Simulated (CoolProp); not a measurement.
R410A along the isobar 76.2 bar: Z from the reference equation and from simpler models built on Tc = 344.5 K, pc = 49.01 bar, ω = 0.296; each cubic takes its own stable root.

Values from CoolProp's reference Helmholtz-energy equation of state, Lemmon 2003. It is a pseudo-pure fit of the blend.

```tsv
T (K)	phase	reference
247	liquid	0.2089
268.6	liquid	0.2034
290.2	liquid	0.2013
311.8	liquid	0.2040
333.4	liquid	0.2152
355	supercritical	0.2549
376.6	supercritical	0.4522
398.2	supercritical	0.6126
419.8	supercritical	0.7060
```

Question: How far does each simpler model (Redlich-Kwong, Soave-Redlich-Kwong) lie from the reference over these 9 states: mean and median of the absolute difference, and the worst?

Answer: 
- Redlich-Kwong: mean 18.1 %, median 24.2 %, worst +28.7 % at 333.4 K and 76.2 bar
- Soave-Redlich-Kwong: mean 18.4 %, median 19.2 %, worst +31.0 % at 355 K and 76.2 bar
